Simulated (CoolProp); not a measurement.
R114 at 298.15 K and 0.0961 MPa is throttled through a valve to 0.037 MPa with no heat exchange. Each further row changes one setting.

Computed with CoolProp (reference Helmholtz-energy equation of state, Platzer 1990). This equation is an older, rougher fit.

```csv
case,temperature change (K),final density (kg/m³)
as stated,(withheld),(withheld)
outlet pressure 0.0111 MPa,-1.6,(withheld)
outlet pressure 0.0481 MPa,(withheld),3.37
```

Problem. Fill in the missing entries.

Solution. 
- as stated, temperature change (K): -1.1
- as stated, final density (kg/m³): 2.59
- outlet pressure 0.0111 MPa, final density (kg/m³): 0.772
- outlet pressure 0.0481 MPa, temperature change (K): -0.9
